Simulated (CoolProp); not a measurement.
Properties of dry air along the isotherm 73.2 K.

Model: reference Helmholtz-energy equation of state, Lemmon 2000, in CoolProp. It is a pseudo-pure fit of the blend.

```csv
p (kPa),phase,Z,cv (kJ/(kg K)),speed of sound (m/s),conductivity (mW/(m K))
18,gas,0.9904,0.7244,170.6,6.70
75.7,liquid,0.004000,1.082,917.2,149
156,liquid,0.008241,1.083,917.7,150
319,liquid,0.01684,1.083,918.8,150
656,liquid,0.03461,1.084,921.1,150
1350,liquid,0.07112,1.085,925.7,151
2770,liquid,0.1455,1.087,934.8,152
5680,liquid,0.2964,1.093,952.7,154
```

Thermal conductivity comes from a separate model (Lemmon 2004).
